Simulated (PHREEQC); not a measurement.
A solution holds 0.0024 mol/kgw HF, 0.00062 mol/kgw KF and 0.00026 mol/kgw H2SO4, at 4.2 °C. Closed to the air; pH follows from the charge balance.

Equilibrium calculation in PHREEQC: ion-association model, phreeqc.dat.

Precipitation was switched off in this run.

Order these F species by the share of F that they hold, largest first: HF2-, HF, F-.

HF (54 %), F- (45 %), HF2- (0.46 %)

Order these S species by the share of S that they hold, largest first: KSO4-, SO4-2, HSO4-.

SO4-2 (94 %), HSO4- (6.3 %), KSO4- (0.23 %)

The pH is 2.92 and the ionic strength 0.00212 mol/kgw. Constants without temperature data keep their 25 °C values here.
